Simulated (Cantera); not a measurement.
What does this Cantera script print?

```python
import numpy as np
import cantera as ct

gas_names = """
    CL CL2 H HCL H2 N NH NH2 NH3 N2 N2H2 N2H4 Si SiCL SiCL2 SiCL3 SiCL4 SiH SiHCL3 SiH2 SiH2CL2 SiH3
    SiH3CL SiH4 SiN Si2 Si2N Si3
""".split()
cond_names = """
    NH4CL(a) NH4CL(b) Si(cr) Si(L) Si3N4(a)
""".split()


# ... load() reads the species with a 1 bar reference pressure and builds the phases ...
atoms = {
    'SiCl4': {'Si': 1, 'CL': 4},
    'N2': {'N': 2},
    'H2': {'H': 2},
}
top_T = {'Si3N4(a)': 2400}  # K; cautious upper limits of use, not melting points


# ... equilibrate(T, P, feed) seeds the gas with the atoms and calls Mixture.equilibrate('TP', solver="vcs", rtol=1e-11, max_steps=5000) ...
results = []
T = 1550  # K
P = 320  # Pa
for m in [4.1, 5.3, 6.8, 8.8, 11, 15, 19, 24, 31, 40]:
    feed = {'SiCl4': 1, 'N2': 9.6, 'H2': m}  # mol
    mix = equilibrate(T, P, feed)
    results.append((T, P, feed, dict(zip(mix.species_names, mix.species_moles))))

top = {s: max(r[3][s] / sum(r[3][g] for g in gas_names) for r in results) for s in gas_names}
cols = sorted((s for s in top if top[s] > 0.0001), key=lambda s: -top[s])[:6]
seen = [c for c in cond_names if any(r[3].get(c, 0) > 1e-12 for r in results)]
print("log10 of partial pressures in bar; condensed amounts in mol")
print(f"{'n(H2)':>10s}" + "".join(f"{s[:9]:>10s}" for s in cols + seen))
for T, P, feed, n in results:
    ng = sum(n[g] for g in gas_names)
    print(f"{feed['H2']:10.4g}" + "".join(f"{np.log10(max(n[s] / ng * P / 1e5, 1e-99)):10.3f}" for s in cols)
          + "".join(f"{n.get(c, 0):10.4g}" for c in seen))
```

It prints:

```
log10 of partial pressures in bar; condensed amounts in mol
     n(H2)        H2        N2       HCL     SiCL2     SiCL3         H  Si3N4(a)
       4.1    -3.211    -2.709    -3.346    -3.758    -5.237    -6.107   0.03928
       5.3    -3.106    -2.743    -3.342    -3.834    -5.361    -6.055   0.06885
       6.8    -3.013    -2.781    -3.348    -3.914    -5.495    -6.008   0.09555
       8.8    -2.927    -2.828    -3.367    -4.005    -5.647    -5.965    0.1207
        11    -2.862    -2.874    -3.392    -4.090    -5.790    -5.933    0.1404
        15    -2.784    -2.947    -3.441    -4.217    -6.005    -5.894    0.1644
        19    -2.734    -3.010    -3.488    -4.320    -6.180    -5.869    0.1803
        24    -2.691    -3.077    -3.542    -4.426    -6.362    -5.847     0.194
        31    -2.652    -3.157    -3.610    -4.547    -6.570    -5.828    0.2072
        40    -2.620    -3.242    -3.684    -4.672    -6.784    -5.812    0.2186
```

Equilibrium computed with Cantera from the NASA thermochemical tables; the gas is ideal and each condensed phase is pure. The tables' values for SiCl3, SiCl are old estimates; treat these amounts as uncertain.
